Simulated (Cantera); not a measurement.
Cantera run, input and output.

```python
import numpy as np
import cantera as ct

gas = ct.Solution("gri30.yaml", transport_model="multicomponent")
show = ['H2O', 'CH4', 'NO']

rows = []
print(f"{'T/K':>7s}{'rho':>11s}{'cp':>10s}{'mu':>11s}{'lambda':>11s}{'Pr':>7s}" + "".join(f"{'D_' + s:>11s}" for s in show))
for T in [400, 550, 700, 850, 1000, 1150]:
    gas.TPX = T, 350000, {'O2': 0.24}
    Pr = gas.cp_mass * gas.viscosity / gas.thermal_conductivity
    D = [gas.mix_diff_coeffs_mole[gas.species_index(s)] for s in show]
    rows.append([gas.density, gas.cp_mass, gas.viscosity, gas.thermal_conductivity, Pr, *D])
    print(f"{T:7g}{gas.density:11.4e}{gas.cp_mass:10.1f}{gas.viscosity:11.4e}"
          f"{gas.thermal_conductivity:11.4e}{Pr:7.3f}" + "".join(f"{d:11.4e}" for d in D))
print("SI units: kg/m3, J/kg/K, Pa s, W/m/K, m2/s")
```

Output:

```
    T/K        rho        cp         mu     lambda     Pr      D_H2O      D_CH4       D_NO
    400 3.3674e+00     941.4 2.5629e-05 3.3889e-02  0.712 1.1563e-05 1.0909e-05 9.8192e-06
    550 2.4490e+00     987.2 3.2102e-05 4.4601e-02  0.711 2.1034e-05 1.8957e-05 1.6951e-05
    700 1.9242e+00    1031.1 3.7824e-05 5.4934e-02  0.710 3.2630e-05 2.8602e-05 2.5488e-05
    850 1.5847e+00    1064.7 4.3049e-05 6.4608e-02  0.709 4.6117e-05 3.9704e-05 3.5308e-05
   1000 1.3470e+00    1090.2 4.7912e-05 7.3669e-02  0.709 6.1330e-05 5.2161e-05 4.6325e-05
   1150 1.1713e+00    1108.6 5.2496e-05 8.2135e-02  0.709 7.8146e-05 6.5895e-05 5.8472e-05
SI units: kg/m3, J/kg/K, Pa s, W/m/K, m2/s
```

Model: GRI-Mech 3.0 (53 species, 325 reactions), integrated in Cantera.
